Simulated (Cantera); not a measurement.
Mixture: H2 : O2 : N2 = 1 : 0.5 : 2.25 (molar parts), equivalence ratio 1.0, at 760 Torr, adiabatic and at constant volume. Ignition delay is the time to a rise of 400 K.

Model: the H2/O2 subset of GRI-Mech 3.0, which has no nitrogen chemistry, integrated in Cantera. Where the delays flatten at high temperature, the 400 K rule measures the pace of heat release, not the induction time.

**Question.** Predict: delay at 1225 K; delay at 1300 K; delay at 1375 K; delay at 1450 K; delay at 1525 K; delay at 1600 K.

**Answer.** 
- delay at 1225 K = 43.7 µs
- delay at 1300 K = 31.3 µs
- delay at 1375 K = 24.1 µs
- delay at 1450 K = 19.6 µs
- delay at 1525 K = 16.9 µs
- delay at 1600 K = 15.4 µs
